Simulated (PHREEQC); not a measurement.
Consider water at 79 °C with 0.016 mol/kgw H2SO4 and 0.29 mol/kgw ZnSO4. Closed to the air; pH follows from the charge balance.

Computed with PHREEQC (ion-association model, phreeqc.dat).

No solid was allowed to form.

Question: Order these Zn species by the share of Zn that they hold, largest first: ZnSO4, Zn(SO4)2-2, Zn+2.

Answer: Zn+2 (48 %), ZnSO4 (37 %), Zn(SO4)2-2 (14 %)

The pH is 2.47 and the ionic strength 0.556 mol/kgw. Complexes and solids missing from the database can't appear. At this temperature some constants are extrapolated from 25 °C, and those without enthalpy data are left unchanged.
